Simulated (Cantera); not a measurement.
Input: 1 mol C2H4, 0.045 mol H2O, 7.1 mol H2, 1.9 mol NH3, equilibrated at 0.620 bar.

These are equilibrium values from Cantera (NASA tables, ideal gas, pure condensed phases), not measurements of a reactor. Candidate condensed phases: C, C6H6, C7H8, C8H18, H2O; 136 gas species. Equilibrium is a limit: real reactors are often held back by kinetics, nucleation or transport.

x: gas mole fraction; n: condensed amount in mol.

| T (K) | x H2 | x H | x N2 | x C2H2 (acetylene) | x HCN | x HNC | n C(graphite) |
|---|---|---|---|---|---|---|---|
| 2098 | 0.915 | 0.00374 | 0.0701 | 0.00131 | 0.00540 | [?] | 1.84 |
| 2198 | 0.910 | 0.00675 | 0.0689 | 0.00231 | 0.00750 | [?] | 1.79 |
| 2298 | 0.903 | 0.0116 | 0.0672 | 0.00386 | 0.0101 | [?] | 1.71 |
| 2398 | 0.892 | 0.0189 | 0.0652 | 0.00616 | 0.0131 | [?] | 1.60 |
| 2498 | 0.876 | 0.0296 | 0.0628 | 0.00940 | 0.0165 | [?] | 1.46 |
| 2598 | 0.855 | 0.0447 | 0.0600 | 0.0138 | 0.0203 | [?] | 1.27 |
| 2698 | 0.827 | 0.0651 | 0.0568 | 0.0194 | 0.0243 | [?] | 1.04 |
| 2798 | 0.791 | 0.0918 | 0.0532 | 0.0262 | 0.0282 | [?] | 0.754 |
| 2898 | 0.748 | 0.125 | 0.0494 | 0.0342 | 0.0320 | [?] | 0.403 |
| 2998 | 0.696 | 0.166 | 0.0455 | 0.0424 | 0.0352 | [?] | 0 |

Fill in the missing entries.


- 2098, x HNC: 0.000363
- 2198, x HNC: 0.000590
- 2298, x HNC: 0.000914
- 2398, x HNC: 0.00136
- 2498, x HNC: 0.00193
- 2598, x HNC: 0.00265
- 2698, x HNC: 0.00351
- 2798, x HNC: 0.00449
- 2898, x HNC: 0.00556
- 2998, x HNC: 0.00663
